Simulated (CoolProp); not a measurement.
Vapour-liquid equilibrium of acetone (1) + cyclohexane (2) at 1.59 MPa; x and y are mole fractions of (1).

Values from CoolProp's multi-fluid Helmholtz-energy mixture model, Lemmon 2006 and Zhou 2014; pair parameters Bell 2016.

```json
[
 {"x": "0.05", "bubble temperature, mixture model (K)": "474.5", "bubble temperature, Raoult's law (K)": "480.6", "y, mixture model": "…", "y, Raoult's law": "0.097"},
 {"x": "0.15", "bubble temperature, mixture model (K)": "461.7", "bubble temperature, Raoult's law (K)": "474.5", "y, mixture model": "0.325", "y, Raoult's law": "0.266"},
 {"x": "0.25", "bubble temperature, mixture model (K)": "453.9", "bubble temperature, Raoult's law (K)": "469.0", "y, mixture model": "0.440", "y, Raoult's law": "0.406"},
 {"x": "0.35", "bubble temperature, mixture model (K)": "…", "bubble temperature, Raoult's law (K)": "464.1", "y, mixture model": "…", "y, Raoult's law": "0.524"},
 {"x": "0.45", "bubble temperature, mixture model (K)": "445.5", "bubble temperature, Raoult's law (K)": "459.7", "y, mixture model": "0.586", "y, Raoult's law": "0.626"},
 {"x": "0.55", "bubble temperature, mixture model (K)": "…", "bubble temperature, Raoult's law (K)": "455.6", "y, mixture model": "0.646", "y, Raoult's law": "0.715"},
 {"x": "0.65", "bubble temperature, mixture model (K)": "441.3", "bubble temperature, Raoult's law (K)": "451.9", "y, mixture model": "…", "y, Raoult's law": "0.792"},
 {"x": "0.75", "bubble temperature, mixture model (K)": "440.1", "bubble temperature, Raoult's law (K)": "448.4", "y, mixture model": "…", "y, Raoult's law": "0.860"},
 {"x": "0.85", "bubble temperature, mixture model (K)": "…", "bubble temperature, Raoult's law (K)": "445.1", "y, mixture model": "0.851", "y, Raoult's law": "0.921"},
 {"x": "0.95", "bubble temperature, mixture model (K)": "440.1", "bubble temperature, Raoult's law (K)": "442.1", "y, mixture model": "0.945", "y, Raoult's law": "0.975"}
]
```

Q: Complete the blanks.

A: 
- 0.05, y, mixture model: 0.139
- 0.35, bubble temperature, mixture model (K): 448.9
- 0.35, y, mixture model: 0.521
- 0.55, bubble temperature, mixture model (K): 443.0
- 0.65, y, mixture model: 0.707
- 0.75, y, mixture model: 0.774
- 0.85, bubble temperature, mixture model (K): 439.7

The largest gap from Raoult's law is -15.2 K in bubble temperature, at x = 0.35. y crosses x between x = 0.85 and 0.95: the model has an azeotrope there.

Pair parameters are fitted to limited data, so mixtures are less certain than the pure fluids.
